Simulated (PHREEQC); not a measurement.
PHREEQC input (ion-association model, wateq4f.dat):

```
SOLUTION_MASTER_SPECIES
  An  An-  0  An  62.0  # stands for a non-complexing anion
SOLUTION_SPECIES
  An- = An-
    -log_k 0
    -gamma 3.0 0
PHASES
  Fix_H+
    H+ = H+
    -log_k 0
SOLUTION 1
  temp 25
  units mmol/kgw
  pH 7 charge
  Na 5
  An 5
END
SELECTED_OUTPUT 1
  -reset false
  -pH true
  -pe true
  -ionic_strength true
  -water true
  -totals Na
  -molalities Hfo_wOH Hfo_wOH2+ Hfo_wO- Hfo_sOH Hfo_sOH2+ Hfo_sO-
USER_PUNCH 1
  -headings sigma psi
  10 PUNCH EDL("sigma", "Hfo"), EDL("psi", "Hfo")
PRINT
  -reset false
USE solution 1
SURFACE 1
  Hfo_wOH 5.39326e-05 600 0.024
  Hfo_sOH 1.34831e-06
EQUILIBRIUM_PHASES 1
  Fix_H+ -4 HAn 10
    -force_equality true
  O2(g) -0.68 10
END
# ... the last block is repeated for the other 12 points of pH, with NaOH or the acid as the point needs
```

Selected output (columns that matter, 13 of 13 rows; pH added in front):

```
pH	mu	Na	m_Hfo_wOH	m_Hfo_wOH2+	m_Hfo_wO-	m_Hfo_sOH	m_Hfo_sOH2+	m_Hfo_sO-	sigma	psi
4	0.0051208	0.005	2.6237e-05	2.7114e-05	5.8161e-07	6.5592e-07	6.7785e-07	1.454e-08	0.18224	0.19378
4.67	0.0050316	0.005	3.4151e-05	1.8323e-05	1.4582e-06	8.5378e-07	4.5807e-07	3.6455e-08	0.11583	0.17099
5.33	0.0050101	0.005	3.8551e-05	1.2702e-05	2.6804e-06	9.6376e-07	3.1754e-07	6.701e-08	0.06883	0.14447
6	0.0050039	0.005	4.0509e-05	9.4415e-06	3.9817e-06	1.0127e-06	2.3604e-07	9.9543e-08	0.0375	0.11373
6.67	0.0050016	0.005	4.1176e-05	7.7369e-06	5.0201e-06	1.0294e-06	1.9342e-07	1.255e-07	0.01866	0.079628
7.33	0.0050006	0.005	4.1359e-05	6.8657e-06	5.7077e-06	1.034e-06	1.7164e-07	1.4269e-07	0.0079532	0.043769
8	0.005001	0.0050009	4.14e-05	6.3396e-06	6.1934e-06	1.035e-06	1.5849e-07	1.5483e-07	0.0010047	0.0062073
8.67	0.0050055	0.0050059	4.1381e-05	5.8815e-06	6.6699e-06	1.0345e-06	1.4704e-07	1.6675e-07	-0.0054155	-0.031511
9.33	0.0050242	0.0050253	4.1265e-05	5.2808e-06	7.3869e-06	1.0316e-06	1.3202e-07	1.8467e-07	-0.014465	-0.067859
10	0.0051104	0.0051127	4.0809e-05	4.3469e-06	8.7768e-06	1.0202e-06	1.0867e-07	2.1942e-07	-0.030427	-0.10278
10.67	0.0055117	0.0055161	3.9267e-05	3.0376e-06	1.1628e-05	9.8166e-07	7.594e-08	2.9071e-07	-0.059005	-0.1342
11.33	0.0073534	0.0073617	3.4644e-05	1.5501e-06	1.7738e-05	8.661e-07	3.8751e-08	4.4346e-07	-0.11119	-0.15917
12	0.016424	0.01644	2.1981e-05	3.5027e-07	3.1601e-05	5.4953e-07	8.7568e-09	7.9002e-07	-0.21464	-0.17228
```
